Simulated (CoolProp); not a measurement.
Properties of ethanol at several states (Tc = 241.6 °C, pc = 62.68 bar, ω = 0.644).

Computed with CoolProp (reference Helmholtz-energy equation of state, Schroeder 2014).

| T (°C) | p (bar) | phase | cp (kJ/(kg K)) | cv (kJ/(kg K)) | speed of sound (m/s) | isothermal compressibility (1/MPa) | conductivity (mW/(m K)) |
|---|---|---|---|---|---|---|---|
| 260.35 | 3.1 | gas | 2.219 | 2.020 | 321.1 | 3.267 | 42.7 |
| -85.65 | 49.3 | liquid | 1.935 | 1.528 | 1601 | 0.0005595 | 203 |
| 174.25 | 13 | gas | 2.548 | 2.044 | 269.0 | 0.9192 | 34.8 |
| 19.35 | 0.405 | liquid | 2.391 | 2.004 | 1160 | 0.001122 | 165 |

Thermal conductivity comes from a separate model (Assael 2013).
